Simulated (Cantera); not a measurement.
Adiabatic ignition

An adiabatic, constant-volume homogeneous reactor starts with 20.0 % CH4, 4.99 % H2, 21.2 % O2, 53.9 % N2, at 1698 K and 140000 Pa.

Detailed kinetics in Cantera: GRI-Mech 3.0 (53 species, 325 reactions). Above 3000 K some thermodynamic fits are extrapolated.

```json
[
 {"t (s)": "3.00e-6", "T (K)": "1698", "P (bar)": "1.40", "x CH4": "0.200", "x H2": "0.0499", "x O2": "0.212", "x HCN": "<1e-12", "x CH2CO": "<1e-12"},
 {"t (s)": "1.07e-5", "T (K)": "1698", "P (bar)": "1.40", "x CH4": "0.199", "x H2": "0.0499", "x O2": "0.211", "x HCN": "<1e-12", "x CH2CO": "1.81e-10"},
 {"t (s)": "3.82e-5", "T (K)": "1705", "P (bar)": "1.41", "x CH4": "0.196", "x H2": "0.0498", "x O2": "0.210", "x HCN": "8.75e-12", "x CH2CO": "1.45e-6"},
 {"t (s)": "0.000136", "T (K)": "3011", "P (bar)": "3.03", "x CH4": "3.59e-11", "x H2": "0.189", "x O2": "0.000455", "x HCN": "2.04e-7", "x CH2CO": "<1e-12"},
 {"t (s)": "0.000486", "T (K)": "3005", "P (bar)": "3.03", "x CH4": "3.55e-11", "x H2": "0.190", "x O2": "0.000447", "x HCN": "3.21e-7", "x CH2CO": "<1e-12"},
 {"t (s)": "0.00173", "T (K)": "3005", "P (bar)": "3.03", "x CH4": "3.56e-11", "x H2": "0.190", "x O2": "0.000446", "x HCN": "3.31e-7", "x CH2CO": "<1e-12"},
 {"t (s)": "0.00618", "T (K)": "3005", "P (bar)": "3.03", "x CH4": "3.56e-11", "x H2": "0.190", "x O2": "0.000446", "x HCN": "3.31e-7", "x CH2CO": "<1e-12"},
 {"t (s)": "0.0220", "T (K)": "3005", "P (bar)": "3.03", "x CH4": "3.56e-11", "x H2": "0.190", "x O2": "0.000446", "x HCN": "3.31e-7", "x CH2CO": "<1e-12"},
 {"t (s)": "0.0786", "T (K)": "3005", "P (bar)": "3.03", "x CH4": "3.56e-11", "x H2": "0.190", "x O2": "0.000446", "x HCN": "3.31e-7", "x CH2CO": "<1e-12"},
 {"t (s)": "0.280", "T (K)": "3005", "P (bar)": "3.03", "x CH4": "3.56e-11", "x H2": "0.190", "x O2": "0.000446", "x HCN": "3.31e-7", "x CH2CO": "<1e-12"},
 {"t (s)": "1.00", "T (K)": "3005", "P (bar)": "3.03", "x CH4": "3.56e-11", "x H2": "0.190", "x O2": "0.000446", "x HCN": "3.31e-7", "x CH2CO": "<1e-12"}
]
```
x: mole fraction; the columns are a selection and need not sum to one.

The time of steepest temperature rise is 83.6 µs and the temperature at 1.00 s is 3005 K. The equilibrium temperature comes out as 3005 K. The x(CH4) at 1.00 s is 3.56e-11 (gas-phase equilibrium 4.04e-11) and the x(H2) at 1.00 s comes out as 0.190 (gas-phase equilibrium 0.190). The x(O2) at 1.00 s comes out as 0.000446 (gas-phase equilibrium 0.000446).
